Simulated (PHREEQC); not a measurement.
Solution (44 °C): 0.98 mol/kgw HF, 0.0001 mol/kgw (NH4)2SiF6, 0.037 mol/kgw H3BO3 and 0.00041 mol/kgw H2SO4. Closed to the air; pH follows from the charge balance.

All values are PHREEQC results (ion-association model, wateq4f.dat), not measurements.

Precipitation was switched off in this run.

Q: Estimate the pH, ionic strength, activity of water.

A: pH 1.36; ionic strength 0.0524 mol/kgw; activity of water 0.988.

Q: In which forms is S present?

A: HSO4- 78 %, SO4-2 22 % of the S.

wateq4f.dat counts part of the HF as a dimer, H2F2, which phreeqc.dat doesn't know; its constant is uncertain. At this temperature some constants are extrapolated from 25 °C, and those without enthalpy data are left unchanged. SiF6-2 is the database's only silicon fluoride. Real BF4- forms and hydrolyses slowly; the run takes it at equilibrium.
